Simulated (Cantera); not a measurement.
Feed: 1 mol PbO, 0.02 mol O2, 29 mol N2, at 69.0 Pa.

These are equilibrium values from Cantera (NASA tables, ideal gas, pure condensed phases), not measurements of a reactor. Candidate condensed phases: Pb, PbO, PbO2, Pb3O4; 12 gas species. The numbers say what is thermodynamically allowed, not how fast it happens.

**Question.** What share of the Pb ends up in condensed phases as a function of T (K), at 898, 973, 1048, 1123, 1198, 1273, 1348, 1423?

**Answer.** 
| T (K) | Pb condensed (%) | as |
|---|---|---|
| 898 | 100.0 | PbO(yellow) |
| 973 | 99.5 | PbO(yellow) |
| 1048 | 93.6 | PbO(yellow) |
| 1123 | 43.7 | PbO(yellow) |
| 1198 | 0.0 | - |
| 1273 | 0.0 | - |
| 1348 | 0.0 | - |
| 1423 | 0.0 | - |
